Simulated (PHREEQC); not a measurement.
Consider water at 20 °C with 3.7 mol LiCl and 0.22 mol K2SO4 per kg of water. Closed to the air; pH follows from the charge balance.

Model: Pitzer model, pitzer.dat, run in PHREEQC.

| quantity | before | after |
|---|---|---|
| HSO4- (mol/kgw) | 2.37e-7 | 5.19e-7 |
| SI of Sylvite (KCl) | -0.75 | -0.91 |
| SI of Arcanite (K2SO4) | -1.15 | -1.34 |

Problem. What was changed between the two runs?
(A) diluted 2-fold with water
(B) temperature from 20 to 35 °C
(C) diluted 10-fold with water
(D) LiCl from 3.7 to 4.07 mol/kgw
(E) diluted 5-fold with water

Solution. B, temperature from 20 to 35 °C

No solid was allowed to form.
